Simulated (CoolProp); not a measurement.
The numbers come from the reference Helmholtz-energy equation of state, Gao 2022 in CoolProp.

Q: For n-perfluorohexane, give the phase and the cp (kJ/(kg K)), Joule-Thomson coefficient (K/MPa), isothermal compressibility (1/MPa), fugacity coefficient at 134.45 °C and 27.2 bar.

A: 
- 134.45 °C and 27.2 bar: liquid; cp 1.22, Joule-Thomson coefficient 0.283, isothermal compressibility 0.0169, fugacity coefficient 0.262
